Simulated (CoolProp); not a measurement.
Vapour-liquid equilibrium of R113 (1) + n-hexane (2) at 438.2 K; x and y are mole fractions of (1).

Values from CoolProp's multi-fluid Helmholtz-energy mixture model, Marx 1992 and Thol 2019; pair parameters Bell 2016.

```json
[
 {"x": "0.05", "bubble pressure, mixture model (kPa)": "1042", "bubble pressure, Raoult's law (kPa)": "1030", "y, mixture model": "0.077", "y, Raoult's law": "0.077"},
 {"x": "0.15", "bubble pressure, mixture model (kPa)": "1121", "bubble pressure, Raoult's law (kPa)": "1088", "y, mixture model": "0.213", "y, Raoult's law": "0.219"},
 {"x": "0.25", "bubble pressure, mixture model (kPa)": "1194", "bubble pressure, Raoult's law (kPa)": "1147", "y, mixture model": "0.330", "y, Raoult's law": "0.346"},
 {"x": "0.35", "bubble pressure, mixture model (kPa)": "1261", "bubble pressure, Raoult's law (kPa)": "1206", "y, mixture model": "0.435", "y, Raoult's law": "0.461"},
 {"x": "0.45", "bubble pressure, mixture model (kPa)": "1323", "bubble pressure, Raoult's law (kPa)": "1264", "y, mixture model": "0.531", "y, Raoult's law": "0.565"},
 {"x": "0.55", "bubble pressure, mixture model (kPa)": "1380", "bubble pressure, Raoult's law (kPa)": "1323", "y, mixture model": "0.621", "y, Raoult's law": "0.660"},
 {"x": "0.65", "bubble pressure, mixture model (kPa)": "1434", "bubble pressure, Raoult's law (kPa)": "1381", "y, mixture model": "0.707", "y, Raoult's law": "0.747"},
 {"x": "0.75", "bubble pressure, mixture model (kPa)": "1483", "bubble pressure, Raoult's law (kPa)": "1440", "y, mixture model": "0.791", "y, Raoult's law": "0.826"},
 {"x": "0.85", "bubble pressure, mixture model (kPa)": "1527", "bubble pressure, Raoult's law (kPa)": "1499", "y, mixture model": "0.874", "y, Raoult's law": "0.900"},
 {"x": "0.95", "bubble pressure, mixture model (kPa)": "1568", "bubble pressure, Raoult's law (kPa)": "1557", "y, mixture model": "0.957", "y, Raoult's law": "0.968"}
]
```

The largest gap from Raoult's law is +4.7 % in bubble pressure, at x = 0.45. No azeotrope shows between x = 0.05 and 0.95.

Pair parameters are fitted to limited data, so mixtures are less certain than the pure fluids.
